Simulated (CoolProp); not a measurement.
Properties of hexamethyldisiloxane (MM) along the isobar 88.3 bar.

The numbers come from the reference Helmholtz-energy equation of state, Thol 2016 in CoolProp.

| T (K) | phase | density (kg/m³) | cv (kJ/(kg K)) | isothermal compressibility (1/MPa) | expansivity (1/kK) |
|---|---|---|---|---|---|
| 409.5 | liquid | 661.1 | 1.817 | 0.004511 | … |
| 432.9 | liquid | 635.9 | 1.873 | 0.005676 | … |
| 456.2 | liquid | 610.0 | 1.927 | 0.007230 | 1.860 |
| 479.6 | liquid | 582.9 | 1.979 | 0.009350 | 2.027 |
| 503 | liquid | … | 2.031 | … | 2.222 |
| 526.4 | supercritical | 525.2 | 2.081 | 0.01625 | 2.447 |
| 549.8 | supercritical | 494.5 | 2.129 | 0.02170 | 2.699 |
| 573.2 | supercritical | 462.8 | 2.176 | 0.02899 | 2.968 |
| 596.6 | supercritical | 430.4 | 2.221 | 0.03832 | 3.229 |
| 620 | supercritical | 398.1 | … | 0.04932 | 3.434 |

Q: Some entries are withheld; supply them.

A: 
- 409.5, expansivity (1/kK): 1.600
- 432.9, expansivity (1/kK): 1.719
- 503, density (kg/m³): 554.7
- 503, isothermal compressibility (1/MPa): 0.01225
- 620, cv (kJ/(kg K)): 2.264
